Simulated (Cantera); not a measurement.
Feed: 1 mol Si(CH3)4, 0.21 mol C3H8, 38 mol H2, held at 0.880 bar.

Cantera equilibrium calculation (NASA polynomials, part measured and part estimated; ideal gas, pure solids and liquids). Candidate condensed phases: C, C6H6, C7H8, C8H18, Si, SiC; 87 gas species. Gases not in the tables: Si2H6 and higher silanes. Equilibrium is a limit: real reactors are often held back by kinetics, nucleation or transport.

Over these rows the condensed part is C(graphite) + SiC(s). Partial pressures as log10 of bar:

```
T (K)  1000/T (1/K)  log p Si2C  log p H2  log p H
-----  ------------  ----------  --------  -------
2223         0.4498       -5.47     -0.06    -2.22
2298         0.4352       -4.98     -0.06    -2.05
2373         0.4214       -4.51     -0.07    -1.89
2448         0.4085           ?     -0.07    -1.74
2523         0.3964       -3.67     -0.07    -1.59
2598         0.3849       -3.28     -0.08    -1.46
```

Fit log p(Si2C) = a + b·(1000/T) to the five rows, give the apparent enthalpy, and predict the row at 2448 K.

Means: 1000/T = 0.4175, log p = -4.382. Sxy = -0.097175, Sxx = 0.0028798, so b = -33.74 and a = -4.382 − (-33.74)×0.4175 = 9.71.
Apparent enthalpy: −19.145 × (-33.74) = 646 kJ/mol. The condensed phases alone fix this pressure, through 2 SiC(s) = Si2C(g) + C(graphite), so the slope is that reaction's ΔH° and the other gases don't enter. The five rows lie within 0.01 of the line.
Prediction at 2448 K: 9.71 + (-33.74)×0.4085 = -4.07. The computed value is -4.07, 0.00 from the line.
